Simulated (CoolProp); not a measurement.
Vapour pressure (MPa) of R1233zd(E): the reference equation beside estimates from Tc = 165.7 °C, pc = 3.583 MPa, ω = 0.304. Clausius-Clapeyron is anchored at -20.85 °C with a constant enthalpy of vaporisation of 27.68 kJ/mol.

The numbers come from the reference Helmholtz-energy equation of state, Akasaka 2022 in CoolProp.

```tsv
T (°C)	reference	Clausius-Clapeyron	Soave-Redlich-Kwong
-39.55	?	?	0.005808
-34.85	0.008031	0.008183	0.007793
-30.15	0.01061	0.01072	0.01032
-25.55	0.01377	0.01383	0.01341
-20.85	0.01777	0.01777	0.01734
-16.15	0.02267	0.02262	0.02216
-11.45	0.02861	0.02854	0.02804
-6.75	?	0.03573	0.03512
-2.15	0.04411	0.04417	0.04340
2.55	0.05418	0.05446	?
```

Q: Some entries are withheld; supply them.

A: 
- -39.55, reference: 0.005995
- -39.55, Clausius-Clapeyron: 0.006178
- -6.75, reference: 0.03577
- 2.55, Soave-Redlich-Kwong: 0.05342

Absolute difference from the reference over all 10 rows, mean and median: Clausius-Clapeyron 0.8 and 0.3 %, Soave-Redlich-Kwong 2.3 and 2.3 %.
